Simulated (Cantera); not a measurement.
Input (Python, Cantera) and output of one run.

```python
import numpy as np
import cantera as ct

gas_names = """
    CL CL2 H HCL H2 Si SiCL SiCL2 SiCL3 SiCL4 SiH SiHCL3 SiH2 SiH2CL2 SiH3 SiH3CL SiH4 Si2 Si3
""".split()
cond_names = """
    Si(cr) Si(L)
""".split()


# ... load() reads the species with a 1 bar reference pressure and builds the phases ...
atoms = {
    'Si': {'Si': 1},
    'HCl': {'H': 1, 'CL': 1},
    'H2': {'H': 2},
}
top_T = {}  # K; cautious upper limits of use, not melting points


# ... equilibrate(T, P, feed) seeds the gas with the atoms and calls Mixture.equilibrate('TP', solver="gibbs", rtol=1e-10, max_steps=50000) ...
results = []
feed = {'Si': 1, 'HCl': 1.6, 'H2': 2.1}  # mol
P = 13332.2  # Pa
for T in [1048, 1123, 1198, 1273, 1348, 1423, 1498, 1573, 1648, 1723]:
    mix = equilibrate(T, P, feed)
    results.append((T, P, feed, dict(zip(mix.species_names, mix.species_moles))))
    x = sorted(zip(gas.X, gas.species_names), reverse=True)
    print(f"T = {T:g} K  P = {P:g} Pa  gas = {mix.phase_moles(0):.4g} mol")
    print("   x: " + "  ".join(f"{s} {v:.3e}" for v, s in x if v > 1e-06))
    print("   condensed (mol): " + ("  ".join(f"{mix.phase(i).name} {mix.phase_moles(i):.4g}"
          for i in range(1, mix.n_phases) if mix.phase_moles(i) > 1e-12) or "none"))
```

It prints:

```
T = 1048 K  P = 13332.2 Pa  gas = 3.301 mol
   x: H2 8.496e-01  SiCL4 8.922e-02  SiHCL3 2.933e-02  HCL 2.643e-02  SiCL3 2.731e-03  SiCL2 1.532e-03  SiH2CL2 1.097e-03  SiH3CL 1.067e-05
   condensed (mol): Si(cr) 0.591
T = 1123 K  P = 13332.2 Pa  gas = 3.325 mol
   x: H2 8.356e-01  SiCL4 8.201e-02  HCL 4.398e-02  SiHCL3 2.672e-02  SiCL3 5.680e-03  SiCL2 4.888e-03  SiH2CL2 1.067e-03  SiH3CL 1.137e-05
   condensed (mol): Si(cr) 0.5997
T = 1198 K  P = 13332.2 Pa  gas = 3.365 mol
   x: H2 8.157e-01  SiCL4 7.030e-02  HCL 6.685e-02  SiHCL3 2.307e-02  SiCL2 1.290e-02  SiCL3 1.012e-02  SiH2CL2 9.899e-04  SiH3CL 1.161e-05
   condensed (mol): Si(cr) 0.6049
T = 1273 K  P = 13332.2 Pa  gas = 3.424 mol
   x: H2 7.904e-01  HCL 9.304e-02  SiCL4 5.383e-02  SiCL2 2.832e-02  SiHCL3 1.828e-02  SiCL3 1.525e-02  SiH2CL2 8.590e-04  SiH3CL 1.127e-05  H 1.736e-06
   condensed (mol): Si(cr) 0.601
T = 1348 K  P = 13332.2 Pa  gas = 3.498 mol
   x: H2 7.629e-01  HCL 1.183e-01  SiCL2 5.147e-02  SiCL4 3.493e-02  SiCL3 1.892e-02  SiHCL3 1.279e-02  SiH2CL2 6.817e-04  SiH3CL 1.033e-05  H 5.535e-06
   condensed (mol): Si(cr) 0.5845
T = 1423 K  P = 13332.2 Pa  gas = 3.57 mol
   x: H2 7.390e-01  HCL 1.378e-01  SiCL2 7.742e-02  SiCL3 1.905e-02  SiCL4 1.855e-02  SiHCL3 7.722e-03  SiH2CL2 4.902e-04  H 1.564e-05  SiH3CL 8.994e-06  CL 2.389e-06
   condensed (mol): Si(cr) 0.56
T = 1498 K  P = 13332.2 Pa  gas = 3.625 mol
   x: H2 7.229e-01  HCL 1.494e-01  SiCL2 9.894e-02  SiCL3 1.601e-02  SiCL4 8.274e-03  SiHCL3 4.118e-03  SiH2CL2 3.257e-04  H 4.002e-05  SiH3CL 7.557e-06  CL 6.667e-06  SiCL 3.584e-06  SiH2 1.055e-06
   condensed (mol): Si(cr) 0.5372
T = 1573 K  P = 13332.2 Pa  gas = 3.658 mol
   x: H2 7.143e-01  HCL 1.546e-01  SiCL2 1.133e-01  SiCL3 1.205e-02  SiCL4 3.372e-03  SiHCL3 2.065e-03  SiH2CL2 2.086e-04  H 9.411e-05  CL 1.619e-05  SiCL 1.111e-05  SiH3CL 6.268e-06  SiH2 2.621e-06
   condensed (mol): Si(cr) 0.5208
T = 1648 K  P = 13332.2 Pa  gas = 3.675 mol
   x: H2 7.102e-01  HCL 1.562e-01  SiCL2 1.221e-01  SiCL3 8.682e-03  SiCL4 1.361e-03  SiHCL3 1.033e-03  H 2.055e-04  SiH2CL2 1.337e-04  CL 3.546e-05  SiCL 3.029e-05  SiH2 6.019e-06  SiH3CL 5.210e-06  Si 1.932e-06  SiH 1.094e-06
   condensed (mol): Si(cr) 0.5099
T = 1723 K  P = 13332.2 Pa  gas = 3.685 mol
   x: H2 7.063e-01  HCL 1.601e-01  SiCL2 1.255e-01  SiCL3 6.279e-03  SiCL4 5.896e-04  SiHCL3 5.358e-04  H 4.197e-04  SiH2CL2 8.569e-05  CL 7.369e-05  SiCL 7.155e-05  SiH2 1.199e-05  Si 7.376e-06  SiH3CL 4.173e-06  SiH 3.255e-06
   condensed (mol): Si(L) 0.5096
```

Cantera equilibrium calculation (NASA polynomials, part measured and part estimated; ideal gas, pure solids and liquids). The tables' values for SiCl3, SiCl are old estimates; treat these amounts as uncertain. Gases not in the tables: Si2H6 and higher silanes.
